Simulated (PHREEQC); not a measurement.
Synthetic water in mg/kgw, 70 °C, pH 6.51, pe 10.5: Na 13400; K 876; Ca 440; Mg 60.5; Cl 22300; S(6) as SO4 932; Alkalinity as HCO3 239; N(5) as NO3 13.9.

Cl is adjusted to close the charge balance.
Valence states are taken as typed.

Equilibrium calculation in PHREEQC: ion-association model, wateq4f.dat.

Precipitation was switched off in this run.

Estimate the activity of water.

activity of water 0.979.

In which forms is S present?

SO4-2 55 %, NaSO4- 35 %, CaSO4 5.1 %, MgSO4 2.8 %, KSO4- 2.5 % of the S.

At this temperature some constants are extrapolated from 25 °C, and those without enthalpy data are left unchanged.
